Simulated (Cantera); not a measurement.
**Adiabatic ignition**

An adiabatic, constant-pressure homogeneous reactor starts with 12.8 % CH4, 0.488 % H2, 17.3 % O2, 65.0 % N2, 4.37 % H2O, equivalence ratio 1.5, at 1075 K and 10.0 bar.

Cantera simulation using GRI-Mech 3.0 (53 species, 325 reactions); the numbers are that mechanism's predictions, not measurements.

| t (s) | T (K) | x CH4 | x H2 | x O2 | x NO | x NO2 | x C2H4 | x CH2 |
|---|---|---|---|---|---|---|---|---|
| 2.00e-6 | 1075 | 0.128 | 0.00488 | 0.173 | <1e-12 | <1e-12 | <1e-12 | <1e-12 |
| 5.52e-6 | 1075 | 0.128 | 0.00488 | 0.173 | <1e-12 | <1e-12 | <1e-12 | <1e-12 |
| 1.53e-5 | 1075 | 0.128 | 0.00488 | 0.173 | <1e-12 | <1e-12 | <1e-12 | <1e-12 |
| 4.21e-5 | 1075 | 0.128 | 0.00488 | 0.173 | <1e-12 | <1e-12 | <1e-12 | <1e-12 |
| 0.000116 | 1075 | 0.128 | 0.00488 | 0.173 | <1e-12 | <1e-12 | 2.74e-12 | <1e-12 |
| 0.000321 | 1075 | 0.128 | 0.00488 | 0.173 | <1e-12 | <1e-12 | 6.71e-11 | <1e-12 |
| 0.000887 | 1075 | 0.128 | 0.00488 | 0.173 | <1e-12 | <1e-12 | 4.31e-9 | <1e-12 |
| 0.00245 | 1076 | 0.128 | 0.00484 | 0.173 | <1e-12 | <1e-12 | 2.69e-7 | <1e-12 |
| 0.00676 | 1085 | 0.127 | 0.00475 | 0.172 | <1e-12 | <1e-12 | 9.46e-6 | 2.23e-12 |
| 0.0187 | 2444 | 7.18e-11 | 0.0762 | 1.47e-5 | 0.000147 | 3.67e-9 | <1e-12 | 1.07e-12 |
| 0.0516 | 2443 | 7.18e-11 | 0.0762 | 1.47e-5 | 0.000152 | 3.78e-9 | <1e-12 | 1.07e-12 |
| 0.142 | 2443 | 7.18e-11 | 0.0762 | 1.47e-5 | 0.000152 | 3.78e-9 | <1e-12 | 1.07e-12 |
| 0.393 | 2443 | 7.18e-11 | 0.0762 | 1.47e-5 | 0.000152 | 3.78e-9 | <1e-12 | 1.07e-12 |
| 1.09 | 2443 | 7.18e-11 | 0.0762 | 1.47e-5 | 0.000152 | 3.78e-9 | <1e-12 | 1.07e-12 |
| 3.00 | 2443 | 7.18e-11 | 0.0762 | 1.47e-5 | 0.000152 | 3.78e-9 | <1e-12 | 1.07e-12 |
x: mole fraction; the columns are a selection and need not sum to one.

```
Property                                                              Result
---------------------------------  -----------------------------------------
time of steepest temperature rise                                    10.8 ms
temperature at 3.00 s                                                 2443 K
equilibrium temperature                                               2443 K
x(CH4) at 3.00 s                   7.18e-11 (gas-phase equilibrium 8.09e-11)
x(H2) at 3.00 s                        0.0762 (gas-phase equilibrium 0.0762)
x(O2) at 3.00 s                      1.47e-5 (gas-phase equilibrium 1.47e-5)
```
